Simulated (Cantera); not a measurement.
Charge: 1 mol CaO, 3.3 mol HCl, 72 mol N₂, held at 1.33 mbar.

Cantera equilibrium calculation (NASA polynomials, part measured and part estimated; ideal gas, pure solids and liquids). Candidate condensed phases: Ca, CaCl₂, CaO, Ca(OH)₂, H₂O, NH₄Cl; 36 gas species. Mutual solubility and eutectic melting of coexisting phases are not modelled. Condensed phases not in the tables: oxide chlorides. Rates play no part.

Q: What share of the Ca ends up in condensed phases as a function of T (K), at 1198, 1248, 1298, 1348, 1398, 1448, 1498, 1548, 1598, 1648, 1698, 1748, 1798?

A: 
| T (K) | Ca condensed (%) | as |
|---|---|---|
| 1198 | 62.4 | CaCl₂(l) + CaO(s) |
| 1248 | 50.2 | CaO(s) |
| 1298 | 44.0 | CaO(s) |
| 1348 | 37.9 | CaO(s) |
| 1398 | 32.3 | CaO(s) |
| 1448 | 26.9 | CaO(s) |
| 1498 | 22.1 | CaO(s) |
| 1548 | 17.6 | CaO(s) |
| 1598 | 13.7 | CaO(s) |
| 1648 | 10.2 | CaO(s) |
| 1698 | 7.2 | CaO(s) |
| 1748 | 4.7 | CaO(s) |
| 1798 | 2.6 | CaO(s) |
